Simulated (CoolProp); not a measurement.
Values from CoolProp's reference Helmholtz-energy equation of state, Gao 2020.

Q: For ammonia, give the phase and the cp (kJ/(kg K)), conductivity (mW/(m K)) at 97.05 °C and 19.5 bar; -46.75 °C and 0.121 bar; 405.65 °C and 59.7 bar.

A: 
- 97.05 °C and 19.5 bar: gas; cp 2.78, conductivity 35.2
- -46.75 °C and 0.121 bar: gas; cp 2.04, conductivity 20.3
- 405.65 °C and 59.7 bar: gas; cp 2.93, conductivity 80.4

Thermal conductivity comes from a separate model (Tufeu 1984).
